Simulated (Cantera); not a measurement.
Input: 1 mol SiC, 0.026 mol CO2, 3.5 mol N2, 0.41 mol H2O, equilibrated at 1000 Pa.

These are equilibrium values from Cantera (NASA tables, ideal gas, pure condensed phases), not measurements of a reactor. Candidate condensed phases: C, C6H6, C7H8, C8H18, H2O, Si, SiC, SiO2, Si2N2O, Si3N4; 151 gas species. N2 is the only nitrogen source here; it is nearly inert below about 1500 K, so the nitride shown seldom forms there in practice. Mutual solubility and eutectic melting of coexisting phases are not modelled. Gases not in the tables: Si2H6 and higher silanes. Equilibrium is a limit: real reactors are often held back by kinetics, nucleation or transport.

Task: Which condensed phases are stable at each of these points (T (K)): 1475, 1575, 1675, 1775, 1875, 1975, 2075, 2175?

Result: 
| T (K) | condensed phases | Si condensed (%) |
|---|---|---|
| 1475 | C(graphite) + SiC(s) + Si2N2O(s) | 100.0 |
| 1575 | SiC(s) + Si2N2O(s) | 99.7 |
| 1675 | SiC(s) + Si2N2O(s) | 97.1 |
| 1775 | SiC(s) | 78.2 |
| 1875 | SiC(s) | 78.1 |
| 1975 | SiC(s) | 77.7 |
| 2075 | SiC(s) | 76.4 |
| 2175 | SiC(s) | 72.6 |

At 1475 K the condensed part is C(graphite) + SiC(s) + Si2N2O(s). From 1575 K to 1675 K the condensed part is SiC(s) + Si2N2O(s). From 1775 K to 2175 K the condensed part is SiC(s).
